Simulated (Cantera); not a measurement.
Input: 1 mol Si3N4, 1.8 mol CO2, 7.5 mol H2, equilibrated at 26000 Pa.

These are equilibrium values from Cantera (NASA tables, ideal gas, pure condensed phases), not measurements of a reactor. Candidate condensed phases: C, C6H6, C7H8, C8H18, H2O, Si, SiC, SiO2, Si2N2O, Si3N4; 151 gas species. Mutual solubility and eutectic melting of coexisting phases are not modelled. The tables hold silica as quartz up to 1696 K and as liquid above; real silica turns to tridymite and cristobalite and melts near 1996 K. Gases not in the tables: Si2H6 and higher silanes. Equilibrium is a limit: real reactors are often held back by kinetics, nucleation or transport.

### Question
What share of the Si ends up in condensed phases as a function of T (K), at 1798, 1823, 1848, 1873, 1898, 1923, 1948, 1973, 1998, 2023?

### Answer
```
T (K)  Si condensed (%)                           as
-----  ----------------  ---------------------------
1798               91.6  SiO2(condensed) + Si2N2O(s)
1823               86.7  SiO2(condensed) + Si2N2O(s)
1848               80.1                    Si2N2O(s)
1873               80.0                    Si2N2O(s)
1898               79.8                    Si2N2O(s)
1923               75.1           SiC(s) + Si2N2O(s)
1948               65.8           SiC(s) + Si2N2O(s)
1973               53.8           SiC(s) + Si2N2O(s)
1998               38.4           SiC(s) + Si2N2O(s)
2023               19.9                       SiC(s)
```
